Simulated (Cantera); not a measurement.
Charge: 1 mol Cu, 0.12 mol CO, 90 mol H2, at 1.43 Torr.

Method: chemical equilibrium by Gibbs-energy minimisation in Cantera with the NASA 1993 tables (ideal gas, pure condensed phases). Candidate condensed phases: C, C6H6, C7H8, C8H18, Cu, CuO, Cu(OH)2, Cu2O, H2O; 113 gas species. Kinetics and transport are ignored.

Problem. Which condensed phases are stable at each of these points (T (K)): 1350, 1400, 1450, 1500, 1550, 1600, 1650, 1700, 1750?

Solution. 
| T (K) | condensed phases | Cu condensed (%) |
|---|---|---|
| 1350 | Cu(s) | 97.7 |
| 1400 | Cu(l) | 93.6 |
| 1450 | Cu(l) | 83.6 |
| 1500 | Cu(l) | 60.8 |
| 1550 | Cu(l) | 11.0 |
| 1600 | gas only | 0.0 |
| 1650 | gas only | 0.0 |
| 1700 | gas only | 0.0 |
| 1750 | gas only | 0.0 |

At 1350 K the condensed part is Cu(s). From 1400 K to 1550 K the condensed part is Cu(l). From 1600 K to 1750 K nothing is condensed.
